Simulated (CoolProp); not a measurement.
Model: reference Helmholtz-energy equation of state, Guder 2009, in CoolProp.

Q: For sulfur hexafluoride, give the phase and the cp (kJ/(kg K)) at 264.45 °C and 751 kPa.

A: 
- 264.45 °C and 751 kPa: gas; cp 0.907
